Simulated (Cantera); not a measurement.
Cantera run, input and output.

```python
import numpy as np
import cantera as ct

gas = ct.Solution("gri30.yaml")
gas.TPX = 1525, 1300000, {'CH4': 1, 'CO2': 2.3}
reactor = ct.IdealGasConstPressureReactor(gas, energy="off", clone=False)
net = ct.ReactorNet([reactor])
net.rtol, net.atol = 1e-08, 1e-18
show = ['CH4', 'CO2', 'CH2O', 'C2H4', 'OH', 'H', 'O']
times = np.geomspace(8e-05, 3, 11)

steps = ct.SolutionArray(gas, extra=["t"])
rows = []
print(f"{'t/s':>10s}{'T/K':>9s}{'P/Pa':>11s}" + "".join(f"{s:>11s}" for s in show))
for t in times:
    while net.time < t:
        t_next = net.step()
        steps.append(gas.state, t=t_next)
    rows.append([np.interp(t, steps.t, y) for y in (steps.T, steps.P, *steps(*show).X.T)])
    print(f"{t:10.3e}{rows[-1][0]:9.1f}{rows[-1][1]:11.4g}" + "".join(f"{x:11.3e}" for x in rows[-1][2:]))
rate = np.gradient(steps.T, steps.t)
print("integrator steps:", len(steps.t))
if steps.T.max() > steps.T[0] + 200:
    print(f"time of steepest temperature rise: {steps.t[rate.argmax()]:.4e} s")
gas.TPX = 1525, 1300000, {'CH4': 1, 'CO2': 2.3}
gas.equilibrate("TP")
print(f"equilibrium (TP): T = {gas.T:.1f} K  " + "  ".join(f"{s} {gas[s].X[0]:.3e}" for s in show))
```

Result:

```
       t/s      T/K       P/Pa        CH4        CO2       CH2O       C2H4         OH          H          O
 8.000e-05   1525.0    1.3e+06  3.028e-01  6.969e-01  2.433e-07  8.018e-06  3.485e-10  2.129e-08  1.733e-14
 2.293e-04   1525.0    1.3e+06  3.023e-01  6.969e-01  8.164e-07  4.091e-05  4.305e-10  2.620e-08  1.839e-14
 6.575e-04   1525.0    1.3e+06  3.008e-01  6.967e-01  2.104e-06  2.488e-04  7.448e-10  4.482e-08  2.263e-14
 1.885e-03   1525.0    1.3e+06  2.960e-01  6.953e-01  3.313e-06  1.524e-03  2.018e-09  1.175e-07  4.081e-14
 5.404e-03   1525.0    1.3e+06  2.815e-01  6.875e-01  3.268e-06  5.053e-03  6.065e-09  3.210e-07  8.654e-14
 1.549e-02   1525.0    1.3e+06  2.476e-01  6.585e-01  2.736e-06  7.091e-03  1.633e-08  6.791e-07  1.510e-13
 4.441e-02   1525.0    1.3e+06  1.846e-01  5.768e-01  2.928e-06  9.725e-03  4.333e-08  1.033e-06  2.531e-13
 1.273e-01   1525.0    1.3e+06  9.714e-02  4.198e-01  5.098e-06  1.274e-02  1.102e-07  1.254e-06  4.081e-13
 3.650e-01   1525.0    1.3e+06  5.080e-02  3.059e-01  4.163e-06  1.388e-02  1.554e-07  1.820e-06  5.413e-13
 1.046e+00   1525.0    1.3e+06  5.409e-02  2.485e-01  1.888e-06  1.005e-02  1.198e-07  2.128e-06  6.359e-13
 3.000e+00   1525.0    1.3e+06  4.925e-02  1.921e-01  9.903e-07  4.612e-03  9.069e-08  2.469e-06  7.850e-13
integrator steps: 1722
equilibrium (TP): T = 1525.0 K  CH4 2.837e-05  CO2 1.086e-01  CH2O 7.023e-07  C2H4 5.590e-10  OH 5.711e-08  H 3.240e-06  O 6.594e-13
```

Computed with Cantera and GRI-Mech 3.0 (53 species, 325 reactions). The pressure lies above the range GRI-Mech 3.0 was tuned for (to about 10 atm).
